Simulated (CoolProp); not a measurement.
Vapour-liquid equilibrium of CH2F2 (R32) (1) + fluoroethane (R161) (2) at 0.568 MPa; x and y are mole fractions of (1).

Computed with CoolProp (multi-fluid Helmholtz-energy mixture model, Tillner-Roth 1997 and Wu 2012; pair parameters Bell 2016).

```csv
x,"bubble temperature, mixture model (K)","bubble temperature, Raoult's law (K)","y, mixture model","y, Raoult's law"
0.05,279.7,280.0,0.093,0.089
0.2,275.4,276.4,0.316,0.317
0.35,272.1,273.1,0.486,0.501
0.5,269.4,270.2,0.628,0.651
0.65,267.0,267.6,0.752,0.777
0.8,264.9,265.3,0.864,0.882
0.95,263.0,263.1,0.967,0.973
```

The largest gap from Raoult's law is -1.0 K in bubble temperature, at x = 0.35. No azeotrope shows between x = 0.05 and 0.95.

Pair parameters are fitted to limited data, so mixtures are less certain than the pure fluids.
